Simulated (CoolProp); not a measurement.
Saturation properties of n-octane (Tc = 568.7 K, pc = 2484 kPa, ω = 0.398).

Values from CoolProp's reference Helmholtz-energy equation of state, Beckmüller 2019.

| T (K) | p (kPa) | liquid density (kg/m³) | liquid cp (kJ/(kg K)) | vapour Z | liquid viscosity (µPa s) | liquid conductivity (mW/(m K)) |
|---|---|---|---|---|---|---|
| 377.4 | 53.72 | 631.1 | 2.550 | 0.9640 | 237 | 102 |
| 388.9 | 76.35 | 620.5 | 2.602 | 0.9538 | 217 | 99.0 |
| 400.3 | 105.6 | 609.8 | 2.655 | 0.9421 | 198 | 96.2 |
| 411.8 | 143.4 | 598.6 | 2.709 | 0.9283 | 182 | 93.3 |
| 423.2 | 190.6 | 587.1 | 2.765 | 0.9127 | 167 | 90.5 |
| 434.7 | 249.4 | 575.1 | 2.823 | 0.8948 | 153 | 87.8 |
| 446.1 | 320.7 | 562.8 | 2.883 | 0.8747 | 141 | 85.1 |
| 457.6 | 407.3 | 549.7 | 2.947 | 0.8520 | 129 | 82.5 |
| 469 | 509.7 | 536.0 | 3.014 | 0.8269 | 118 | 79.9 |
| 480.4 | 630.5 | 521.5 | 3.088 | 0.7989 | 108 | 77.4 |
| 491.9 | 773.2 | 505.8 | 3.170 | 0.7673 | 98.6 | 74.9 |

It boils at 398.8 K under 1 atm.

Viscosity comes from a separate model (Huber 2004). Thermal conductivity comes from a separate model (Huber 2005).
